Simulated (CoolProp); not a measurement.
Vapour-liquid equilibrium of R22 (1) + R114 (2) at 1430 kPa; x and y are mole fractions of (1).

The numbers come from the multi-fluid Helmholtz-energy mixture model, Kamei 1995 and Platzer 1990; pair parameters Bell 2016 in CoolProp. This equation is an older, rougher fit; its heat capacities, sound speeds and derivatives of the liquid may be far off and weren't checked against measurements.

Question: Give the bubble temperature and the first vapour's composition at x = 0.05, 0.5, 0.8. Is there an azeotrope?

Answer: x = 0.05: 93.0 °C, y = 0.141; x = 0.5: 56.2 °C, y = 0.737; x = 0.8: 43.8 °C, y = 0.908. No azeotrope shows between x = 0.05 and 0.95.

The pair parameters rest on a limited set of measurements; away from them the model extrapolates.
